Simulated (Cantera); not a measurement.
Input: 1 mol B2O3, 0.086 mol H2O, held at 2325 K and 1330 Pa.

Cantera equilibrium calculation (NASA polynomials, part measured and part estimated; ideal gas, pure solids and liquids). Candidate condensed phases: B, B2O3, B3O3H3, H2O; 23 gas species. Rates play no part.

Base state: B2O3 0.776, HBO2 0.130, BO2 0.0443, BO 0.0315, H 0.00535, H2O 0.00356, H2 0.00315, HBO 0.00169 (mole fractions); condensed: gas only.

What changes in the equilibrium state with this change: temperature from 2325 K to 1525 K?


```tsv
species	before	after
H2O	0.00356	0.767
HBO2	0.130	0.229
B2O3	0.776	0.00269
BO	0.0315	2.91e-8
BO2	0.0443	6.02e-5
B2O2	0.00162	<1e-9
(HBO2)3	<1e-9	0.000337
HBO	0.00169	1.68e-7
O	0.00116	9.66e-7
H	0.00535	6.10e-6
B2O3(l), mol	0	0.989
```
Gases not in the tables: H3BO3.

What changes in the equilibrium state with this change: temperature from 2325 K to 1300 K?


```csv
species,before,after
H2O,0.00356,0.973
HBO2,0.130,0.0263
(HBO2)3,<1e-9,0.000913
B2O3,0.776,1.40e-5
BO,0.0315,<1e-9
BO2,0.0443,4.06e-7
HBO,0.00169,<1e-9
B2O2,0.00162,<1e-9
"B2O3(l), mol",0,0.999
```
Gases not in the tables: H3BO3.

What changes in the equilibrium state with this change: temperature from 2325 K to 1900 K?


```json
[
 {"species": "B2O3", "before": "0.776", "after": "0.841"},
 {"species": "HBO2", "before": "0.130", "after": "0.151"},
 {"species": "BO2", "before": "0.0443", "after": "0.00346"},
 {"species": "BO", "before": "0.0315", "after": "0.000798"},
 {"species": "O", "before": "0.00116", "after": "7.84e-6"},
 {"species": "O2", "before": "0.000546", "after": "9.21e-6"},
 {"species": "H", "before": "0.00535", "after": "0.000205"},
 {"species": "OH", "before": "0.00101", "after": "4.53e-5"},
 {"species": "B2O2", "before": "0.00162", "after": "0.000167"}
]
```
